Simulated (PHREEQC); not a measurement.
Solution (25 °C): 120 mmol/kgw NH3, 0.034 mmol/kgw Na2SiO3 and 0.071 mmol/kgw (CH3)4NCl. It is in equilibrium with CO2 at log p = -1 (atm). Otherwise closed; pH follows from the charge balance.

All values are PHREEQC results (ion-association model, wateq4f.dat), not measurements.

This is a speciation only: nothing precipitates in the calculation.

Problem. Estimate the pH.

Solution. pH 7.78.

Problem. In which forms is C present?

Solution. HCO3- 97 %, CO2 2.8 %, CO3-2 0.6 % of the C.

Carbamate, which ammonia and carbonate form, is missing from the database. (CH3)4N+ isn't in the database: it is added as a free cation with an ion size of 4 Å.
